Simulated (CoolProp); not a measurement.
Vapour-liquid equilibrium of methanol (1) + dimethyl carbonate (2) at 0.0443 MPa; x and y are mole fractions of (1).

Computed with CoolProp (multi-fluid Helmholtz-energy mixture model, de Reuck 1993 and Zhou 2011; pair parameters Bell 2016).

Question: Give the bubble temperature and the first vapour's composition at x = 0.05, 0.2, 0.95. Is there an azeotrope?

Answer: x = 0.05: 59.5 °C, y = 0.250; x = 0.2: 50.0 °C, y = 0.547; x = 0.95: 44.2 °C, y = 0.927. y crosses x between x = 0.8 and 0.95: the model has an azeotrope there.

Pair parameters are fitted to limited data, so mixtures are less certain than the pure fluids.
